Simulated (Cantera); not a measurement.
Feed: 1 mol SiH₂Cl₂, 0.35 mol C₂H₄, 100 mol H₂, at 2450 K and 1.00 Torr.

Equilibrium computed with Cantera from the NASA thermochemical tables; the gas is ideal and each condensed phase is pure. The tables' values for SiCl are old estimates; treat these amounts as uncertain. Equilibrium is a limit: real reactors are often held back by kinetics, nucleation or transport.

```tsv
species	before	after
H₂	0.562	0.564
H	0.413	0.413
HCl	0.0100	0.0101
C₂H₂ (acetylene)	0.00189	0.000110
Si	0.00694	0.00755
C₃	4.01e-5	5.67e-7
C₂H	8.91e-5	5.22e-6
SiC₂	0.000597	3.80e-5
C	3.84e-5	9.28e-6
SiCl	1.71e-5	1.87e-5
SiH	5.43e-5	5.91e-5
```
Gas species are given as mole fractions.

### Question
Name the change that produced these shifts.
A) temperature from 2450 K to 1400 K
B) C₂H₄ from 0.35 to 0.021 mol
C) temperature from 2450 K to 1748 K
D) H₂ from 100 to 25 mol

### Answer
B, C₂H₄ from 0.35 to 0.021 mol
